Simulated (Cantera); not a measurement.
An adiabatic, constant-volume homogeneous reactor starts with CH4 : CO : O2 : N2 : H2O = 1 : 0.1 : 3.31 : 12.4 : 3 (molar parts), at 1325 K and 6750 Torr. Integrator tolerance rtol = 1e-08.

Model: GRI-Mech 3.0 (53 species, 325 reactions), integrated in Cantera.

**Question.** What does this change do: constant pressure in place of constant volume?

**Answer.** 
| quantity | before | after |
|---|---|---|
| time of steepest temperature rise | 1.19 ms | 1.24 ms |
| temperature at 0.600 s | 2506 K | 2309 K |
| equilibrium temperature | 2506 K | 2309 K |
| x(CH4) at 0.600 s | <1e-12 (gas-phase equilibrium <1e-12) | <1e-12 (gas-phase equilibrium <1e-12) |
| x(CO) at 0.600 s | 0.00206 (gas-phase equilibrium 0.00206) | 0.000924 (gas-phase equilibrium 0.000924) |
| x(O2) at 0.600 s | 0.0574 (gas-phase equilibrium 0.0574) | 0.0592 (gas-phase equilibrium 0.0592) |
| x(C2H4) at 0.600 s | <1e-12 (gas-phase equilibrium <1e-12) | <1e-12 (gas-phase equilibrium <1e-12) |
| x(H2) at 0.600 s | 0.00153 (gas-phase equilibrium 0.00153) | 0.000750 (gas-phase equilibrium 0.000750) |
| x(CH2) at 0.600 s | <1e-12 (gas-phase equilibrium <1e-12) | <1e-12 (gas-phase equilibrium <1e-12) |
| x(CO2) at 0.600 s | 0.0534 (gas-phase equilibrium 0.0534) | 0.0546 (gas-phase equilibrium 0.0546) |

**Question.** What does this change do: pressure from 6750 Torr to 750 Torr?

**Answer.** 
```tsv
quantity	before	after
time of steepest temperature rise	1.19 ms	9.17 ms
temperature at 0.600 s	2506 K	2447 K
equilibrium temperature	2506 K	2447 K
x(CH4) at 0.600 s	<1e-12 (gas-phase equilibrium <1e-12)	<1e-12 (gas-phase equilibrium <1e-12)
x(CO) at 0.600 s	0.00206 (gas-phase equilibrium 0.00206)	0.00430 (gas-phase equilibrium 0.00430)
x(O2) at 0.600 s	0.0574 (gas-phase equilibrium 0.0574)	0.0584 (gas-phase equilibrium 0.0584)
x(C2H4) at 0.600 s	<1e-12 (gas-phase equilibrium <1e-12)	<1e-12 (gas-phase equilibrium <1e-12)
x(H2) at 0.600 s	0.00153 (gas-phase equilibrium 0.00153)	0.00337 (gas-phase equilibrium 0.00337)
x(CH2) at 0.600 s	<1e-12 (gas-phase equilibrium <1e-12)	<1e-12 (gas-phase equilibrium <1e-12)
x(CO2) at 0.600 s	0.0534 (gas-phase equilibrium 0.0534)	0.0509 (gas-phase equilibrium 0.0509)
```
